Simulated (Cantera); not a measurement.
Charge: 1 mol C3H6, 0.036 mol O2, 3.7 mol N2, 0.34 mol CO2, held at 1973 K and 25500 Torr.

These are equilibrium values from Cantera (NASA tables, ideal gas, pure condensed phases), not measurements of a reactor. Candidate condensed phases: C, C6H6, C7H8, C8H18, H2O; 136 gas species. The ideal-gas law is rough above about 30 bar. Kinetics and transport are ignored.

Base state: N2 0.495, H2 0.395, CO 0.101, HCN 0.00585, CH4 0.00242, HNC 0.000316, C2H2 (acetylene) 0.000253, H2O 0.000177 (mole fractions); condensed: C(graphite).

**Question.** What changes in the equilibrium state with this change: O2 from 0.036 to 0.51 mol?

**Answer.** 
```csv
species,before,after
N2,0.495,0.439
H2,0.395,0.351
CO,0.101,0.202
CO2,1.01e-5,4.06e-5
H2O,0.000177,0.000315
"C(graphite), mol",2.52,1.58
```

**Question.** What changes in the equilibrium state with this change: temperature from 1973 K to 1423.15 K?

**Answer.** 
```json
[
 {"species": "N2", "before": "0.495", "after": "0.507"},
 {"species": "H2", "before": "0.395", "after": "0.371"},
 {"species": "CO", "before": "0.101", "after": "0.0985"},
 {"species": "CH4", "before": "0.00242", "after": "0.0178"},
 {"species": "H", "before": "0.000145", "after": "6.96e-7"},
 {"species": "C2H2 (acetylene)", "before": "0.000253", "after": "1.28e-6"},
 {"species": "C(graphite), mol", "before": "2.52", "after": "2.49"}
]
```

**Question.** What changes in the equilibrium state with this change: temperature from 1973 K to 2725 K?

**Answer.** 
```tsv
species	before	after
N2	0.495	0.467
H2	0.395	0.360
CO	0.101	0.101
HCN	0.00585	0.0486
C2H	1.59e-9	1.84e-5
C4H2	6.50e-8	9.93e-5
CN	4.76e-8	6.70e-5
C2H2 (vinylidene)	2.01e-8	1.45e-5
C(graphite), mol	2.52	2.02
```
